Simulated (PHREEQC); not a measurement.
# Brine: an equilibrium model

Make-up at 20 °C: 3.7 mol NaBr, 0.82 mol BaCl2 and 2.9 mol MgCl2 per kg of water. Closed to the air; pH follows from the charge balance.

Computed with PHREEQC (Pitzer model, pitzer.dat).

No solid was allowed to form.

Problem. What activity of water, osmotic coefficient, density does the model give?

Solution. activity of water 0.493; osmotic coefficient 2.117; density 1.490 g/cm³.

Examples of supersaturated solids here: Halite. Others may be too.
